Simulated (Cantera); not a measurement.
A closed system holds: 1 mol V2O3, 28 mol H2, at 1.10 bar.

Equilibrium computed with Cantera from the NASA thermochemical tables; the gas is ideal and each condensed phase is pure. Candidate condensed phases: H2O, V, VO, V2O3, V2O4, V2O5; 12 gas species. Mutual solubility and eutectic melting of coexisting phases are not modelled. VO: taken at fixed stoichiometry. Condensed phases not in the tables: the oxides between V2O3 and V2O5 other than VO2. Kinetics and transport are ignored.

At 1300 °C, list the 3 most abundant gas species with their mole fractions, and the condensed phases.

H2 0.995, H2O 0.00535, H 3.87e-5. Condensed: VO(s) + V2O3(s).
